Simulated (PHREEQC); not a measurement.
A made-up water analysis in mmol/kgw, 25 °C, pH 7.42:

```
constituent           mmol/kgw
--------------------  --------
Na                          93
K                         11.9
Ca                         4.3
Mg                        14.8
Cl                         122
S(6)                      9.94
Alkalinity (meq/kgw)     0.736
Fe(2)                     0.34
Br                       0.863
```

Valence states are taken as typed.

Equilibrium calculation in PHREEQC: ion-association model, phreeqc.dat.

- ionic strength: 0.161 mol/kgw
- specific conductance: 13800 µS/cm
- density: 1.003 g/cm³
- charge-balance error: 0.1 %

```json
[
 {"species": "Cl-", "molality": "0.122", "activity": "0.0893", "log γ": "-0.136"},
 {"species": "Na+", "molality": "0.0921", "activity": "0.0699", "log γ": "-0.120"},
 {"species": "Mg+2", "molality": "0.0127", "activity": "0.00459", "log γ": "-0.442"},
 {"species": "K+", "molality": "0.0117", "activity": "0.00856", "log γ": "-0.137"},
 {"species": "SO4-2", "molality": "0.00631", "activity": "0.00200", "log γ": "-0.499"},
 {"species": "Ca+2", "molality": "0.00384", "activity": "0.00131", "log γ": "-0.466"},
 {"species": "MgSO4", "molality": "0.00207", "activity": "0.00215", "log γ": "0.016"},
 {"species": "NaSO4-", "molality": "0.000921", "activity": "0.000700", "log γ": "-0.119"},
 {"species": "Br-", "molality": "0.000863", "activity": "0.000616", "log γ": "-0.146"},
 {"species": "HCO3-", "molality": "0.000646", "activity": "0.000491", "log γ": "-0.119"},
 {"species": "CaSO4", "molality": "0.000449", "activity": "0.000466", "log γ": "0.016"},
 {"species": "Fe+2", "molality": "0.000282", "activity": "9.83e-5", "log γ": "-0.457"},
 {"species": "KSO4-", "molality": "0.000158", "activity": "0.000120", "log γ": "-0.119"}
]
```

No solid was allowed to form. Examples of supersaturated solids here: Siderite. Others may be too.
